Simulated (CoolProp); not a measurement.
Vapour-liquid equilibrium of nitrogen (1) + oxygen (2) at 241 kPa; x and y are mole fractions of (1).

Values from CoolProp's multi-fluid Helmholtz-energy mixture model, Span 2000 and Schmidt 1985; pair parameters Gernert 2013.

```json
[
 {"x": "0.05", "bubble temperature, mixture model (K)": "98.0", "bubble temperature, Raoult's law (K)": "98.2", "y, mixture model": "…", "y, Raoult's law": "0.142"},
 {"x": "0.125", "bubble temperature, mixture model (K)": "96.2", "bubble temperature, Raoult's law (K)": "96.6", "y, mixture model": "0.323", "y, Raoult's law": "0.316"},
 {"x": "0.2", "bubble temperature, mixture model (K)": "94.7", "bubble temperature, Raoult's law (K)": "95.1", "y, mixture model": "0.454", "y, Raoult's law": "0.453"},
 {"x": "0.275", "bubble temperature, mixture model (K)": "93.4", "bubble temperature, Raoult's law (K)": "93.8", "y, mixture model": "0.556", "y, Raoult's law": "0.562"},
 {"x": "0.35", "bubble temperature, mixture model (K)": "92.3", "bubble temperature, Raoult's law (K)": "92.6", "y, mixture model": "0.638", "y, Raoult's law": "0.650"},
 {"x": "0.425", "bubble temperature, mixture model (K)": "…", "bubble temperature, Raoult's law (K)": "91.5", "y, mixture model": "0.706", "y, Raoult's law": "0.723"},
 {"x": "0.5", "bubble temperature, mixture model (K)": "90.3", "bubble temperature, Raoult's law (K)": "90.5", "y, mixture model": "…", "y, Raoult's law": "0.782"},
 {"x": "0.575", "bubble temperature, mixture model (K)": "89.5", "bubble temperature, Raoult's law (K)": "89.6", "y, mixture model": "0.812", "y, Raoult's law": "0.832"},
 {"x": "0.65", "bubble temperature, mixture model (K)": "88.7", "bubble temperature, Raoult's law (K)": "88.8", "y, mixture model": "0.855", "y, Raoult's law": "0.873"},
 {"x": "0.725", "bubble temperature, mixture model (K)": "87.9", "bubble temperature, Raoult's law (K)": "88.0", "y, mixture model": "0.893", "y, Raoult's law": "0.909"},
 {"x": "0.8", "bubble temperature, mixture model (K)": "…", "bubble temperature, Raoult's law (K)": "87.3", "y, mixture model": "…", "y, Raoult's law": "0.939"},
 {"x": "0.875", "bubble temperature, mixture model (K)": "86.6", "bubble temperature, Raoult's law (K)": "86.6", "y, mixture model": "0.957", "y, Raoult's law": "0.965"},
 {"x": "0.95", "bubble temperature, mixture model (K)": "85.9", "bubble temperature, Raoult's law (K)": "85.9", "y, mixture model": "…", "y, Raoult's law": "0.987"}
]
```

Task: Some entries are withheld; supply them.

Result: 
- 0.05, y, mixture model: 0.150
- 0.425, bubble temperature, mixture model (K): 91.2
- 0.5, y, mixture model: 0.763
- 0.8, bubble temperature, mixture model (K): 87.2
- 0.8, y, mixture model: 0.927
- 0.95, y, mixture model: 0.984

The largest gap from Raoult's law is -0.4 K in bubble temperature, at x = 0.2. No azeotrope shows between x = 0.05 and 0.95.

Pair parameters are fitted to limited data, so mixtures are less certain than the pure fluids.
